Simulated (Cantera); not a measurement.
Feed: 1 mol SiH2Cl2, 21 mol N2, equilibrated at 1300 °C.

Cantera equilibrium calculation (NASA polynomials, part measured and part estimated; ideal gas, pure solids and liquids). Candidate condensed phases: NH4Cl, Si, Si3N4; 28 gas species. Kinetics and transport are ignored.

Problem. Which condensed phases are stable at each of these points (P (Pa)): 5, 36, 260, 1900, 14000, 100000?

Solution. 
```tsv
P (Pa)	condensed phases	Si condensed (%)
5	Si(s)	18.7
36	Si3N4(s)	24.6
260	Si3N4(s)	39.1
1900	Si3N4(s)	55.7
14000	Si3N4(s)	70.7
100000	Si3N4(s)	78.9
```

At 5.00 Pa the condensed part is Si(s). From 36.0 Pa to 1.00 bar the condensed part is Si3N4(s).
